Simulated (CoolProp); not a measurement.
Vapour-liquid equilibrium of propylene (1) + R152A (2) at -27.35 °C; x and y are mole fractions of (1).

Model: multi-fluid Helmholtz-energy mixture model, Lemmon 2013 and Outcalt 1996; pair parameters Bell 2016, in CoolProp.

| x | bubble pressure (bar) | y at the bubble point | dew pressure at overall composition x (bar) | liquid density (mol/L) |
|---|---|---|---|---|
| 0.05 | 1.098 | 0.237 | 0.9124 | 15.29 |
| 0.125 | 1.382 | 0.430 | 0.9794 | 15.12 |
| 0.2 | 1.607 | 0.539 | 1.056 | 14.95 |
| 0.275 | 1.783 | 0.609 | 1.146 | 14.80 |
| 0.35 | 1.920 | 0.659 | 1.251 | 14.65 |
| 0.425 | 2.026 | 0.696 | 1.374 | 14.51 |
| 0.5 | 2.110 | 0.728 | 1.521 | 14.38 |
| 0.575 | 2.178 | 0.755 | 1.695 | 14.27 |
| 0.65 | 2.235 | 0.783 | 1.895 | 14.16 |
| 0.725 | 2.283 | 0.812 | 2.103 | 14.08 |
| 0.8 | 2.322 | 0.846 | 2.265 | 14.00 |
| 0.875 | 2.348 | 0.889 | 2.342 | 13.94 |
| 0.95 | 2.355 | 0.948 | 2.354 | 13.90 |

y crosses x between x = 0.875 and 0.95: the model has an azeotrope there.

Pair parameters are fitted to limited data, so mixtures are less certain than the pure fluids.
